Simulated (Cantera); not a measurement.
Feed: 1 mol FeS, 200 mol H₂, equilibrated at 1398 K and 96.0 Pa.

Cantera equilibrium calculation (NASA polynomials, part measured and part estimated; ideal gas, pure solids and liquids). Candidate condensed phases: Fe, FeS, FeS₂, S; 8 gas species. The numbers say what is thermodynamically allowed, not how fast it happens.

Base state: H₂ 0.995, H₂S 0.00392, S₂ 0.000425, SH 0.000216, H 0.000152, Fe 1.52e-5 (mole fractions); condensed: Fe(γ).

What changes in the equilibrium state with this change: FeS replaced by Nb₂O₅?


```csv
species,before,after
H₂,0.995,0.995
H₂O,0,0.00500
H,0.000152,0.000152
H₂S,0.00392,0
S₂,0.000425,0
Fe,1.52e-5,0
SH,0.000216,0
"Fe(γ), mol",0.997,0
"NbO₂(s), mol",0,2.00
```
Condensed phases not in the tables: the oxides between NbO₂ and Nb₂O₅. Further candidate phases: H₂O, Nb, NbO, NbO₂, Nb₂O₅.

What changes in the equilibrium state with this change: FeS replaced by PbO?


```json
[
 {"species": "H₂", "before": "0.995", "after": "0.990"},
 {"species": "Pb", "before": "0", "after": "0.00497"},
 {"species": "H₂O", "before": "0", "after": "0.00497"},
 {"species": "Fe", "before": "1.52e-5", "after": "0"},
 {"species": "H₂S", "before": "0.00392", "after": "0"},
 {"species": "S₂", "before": "0.000425", "after": "0"},
 {"species": "Fe(γ), mol", "before": "0.997", "after": "0"}
]
```
Further candidate phases: H₂O, Pb, PbO, PbO₂, Pb₃O₄.
